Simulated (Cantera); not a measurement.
**Diamond growth**

A diamond (100) surface in a fixed gas of H2 with x(CH4) = 0.0032, x(H) = 0.033, x(CH3) = 0.00015, 28000 Pa; coverages are run to steady state.

Model: the Harris–Goodwin 1993 mechanism for the reconstructed diamond (100) surface, integrated in Cantera.

```tsv
T (K)	growth (µm/h)	θ c6HH	θ c6H*	θ c6*H	θ c6**	θ c6HM
900	13.3	0.689	0.0121	0.290	0.00455	0.00385
975	20.0	0.617	0.0180	0.353	0.00839	0.00278
1050	27.9	0.551	0.0248	0.408	0.0140	0.00204
1125	36.2	0.490	0.0324	0.453	0.0217	0.00152
1200	43.5	0.437	0.0404	0.490	0.0314	0.00111
1275	45.7	0.390	0.0485	0.517	0.0433	0.000743
1350	39.4	0.349	0.0564	0.536	0.0570	0.000402
```
θ: site fractions in the mechanism's names (c6HH fully hydrogenated, c6H* and c6*H radical sites, c6** diradical, c6HM methylated).
